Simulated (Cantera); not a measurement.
Input: 1 mol MgO, 1.4 mol HCl, 0.56 mol N2, held at 1550 K and 690 Pa.

Equilibrium computed with Cantera from the NASA thermochemical tables; the gas is ideal and each condensed phase is pure. Candidate condensed phases: H2O, Mg, MgCl2, MgO, Mg(OH)2, NH4Cl; 38 gas species. Equilibrium is a limit: real reactors are often held back by kinetics, nucleation or transport.

Base state: HCl 0.601, N2 0.285, MgCl2 0.0539, H2O 0.0539, Cl 0.00403, H2 0.00204, Cl2 1.71e-5, H 1.71e-5 (mole fractions); condensed: MgO(s).

**Question.** What changes in the equilibrium state with this change: pressure from 690 Pa to 20.0 Pa?

**Answer.** 
```tsv
species	before	after
HCl	0.601	0.590
N2	0.285	0.284
MgCl2	0.0539	0.0530
Cl	0.00403	0.0130
H2	0.00204	0.00647
H2O	0.0539	0.0530
H	1.71e-5	0.000179
Cl2	1.71e-5	5.20e-6
OH	1.52e-5	4.93e-5
MgO(s), mol	0.894	0.895
```
